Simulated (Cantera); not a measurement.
Mixture: 4.00 % CH4, 16.0 % O2, 80.0 % N2, equivalence ratio 0.50, at 4.93 atm, adiabatic and at constant pressure. Ignition delay is the time to a rise of 400 K.

Computed with Cantera and GRI-Mech 3.0 (53 species, 325 reactions).

**Question.** Predict: delay at 1125 K; delay at 1275 K; delay at 1425 K; delay at 1575 K; delay at 1725 K; apparent activation energy between 1650 and 1800 K.

**Answer.** 
```
Quantity                                                 Value
--------------------------------------------------  ----------
delay at 1125 K                                        25.3 ms
delay at 1275 K                                        3.65 ms
delay at 1425 K                                       0.689 ms
delay at 1575 K                                       0.167 ms
delay at 1725 K                                        52.1 µs
apparent activation energy between 1650 and 1800 K  170 kJ/mol
```
